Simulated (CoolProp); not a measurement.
R365MFC along the isotherm 226.85 °C: fugacity coefficient from the reference equation and from simpler models built on Tc = 186.9 °C, pc = 3.266 MPa, ω = 0.377; each cubic takes its own stable root.

Computed with CoolProp (reference Helmholtz-energy equation of state, Lemmon 2016).

```
p (MPa)  phase  reference
-------  -----  ---------
0.204      gas     0.9827
0.408      gas     0.9656
0.612      gas     0.9487
0.817      gas     0.9318
1.02       gas     0.9154
1.22       gas     0.8993
1.43       gas     0.8827
1.63       gas     0.8670
```

Q: How far does each simpler model (van der Waals, Redlich-Kwong, Soave-Redlich-Kwong, Peng-Robinson) lie from the reference over these 8 states: mean and median of the absolute difference, and the worst?

A: 
- van der Waals: mean 0.9 %, median 1.0 %, worst +1.5 % at 226.85 °C and 1.63 MPa
- Redlich-Kwong: mean 0.3 %, median 0.3 %, worst +0.4 % at 226.85 °C and 1.63 MPa
- Soave-Redlich-Kwong: mean 0.8 %, median 0.8 %, worst +1.4 % at 226.85 °C and 1.63 MPa
- Peng-Robinson: mean 0.2 %, median 0.2 %, worst -0.3 % at 226.85 °C and 1.63 MPa
